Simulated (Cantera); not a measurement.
**Moist CO burnout**

An isothermal, constant-pressure homogeneous reactor starts with CO : O₂ : H₂O : N₂ = 0.00074 : 0.014 : 0.0018 : 1 (molar parts), equivalence ratio 0.026, at 1000 K and 2.90 bar.

Computed with Cantera and GRI-Mech 3.0 (53 species, 325 reactions).

```
t (s)         x CO    x O₂    x H₂O      x NO      x H₂
--------  --------  ------  -------  --------  --------
0.000100  0.000728  0.0138  0.00177    <1e-12    <1e-12
0.000289  0.000728  0.0138  0.00177    <1e-12    <1e-12
0.000838  0.000728  0.0138  0.00177    <1e-12    <1e-12
0.00242   0.000728  0.0138  0.00177    <1e-12    <1e-12
0.00702   0.000728  0.0138  0.00177    <1e-12    <1e-12
0.0203    0.000728  0.0138  0.00177    <1e-12  2.97e-12
0.0588    0.000728  0.0138  0.00177    <1e-12  2.23e-11
0.170     0.000728  0.0138  0.00177    <1e-12  4.51e-10
0.492     0.000712  0.0138  0.00177    <1e-12   6.48e-8
1.43      0.000642  0.0137  0.00177    <1e-12   2.85e-7
4.12      0.000481  0.0137  0.00177  6.45e-12   3.84e-7
11.9      0.000232  0.0135  0.00177  2.54e-11   1.84e-7
34.6       5.11e-5  0.0134  0.00177  4.23e-11   3.19e-8
100        4.50e-6  0.0134  0.00177  5.44e-11   2.82e-9
```
x: mole fraction; the columns are a selection and need not sum to one.

Equilibrium at this temperature and pressure: CO <1e-12, O₂ 0.0134, H₂O 0.00177, NO 8.88e-6, H₂ <1e-12 (gas phase only).
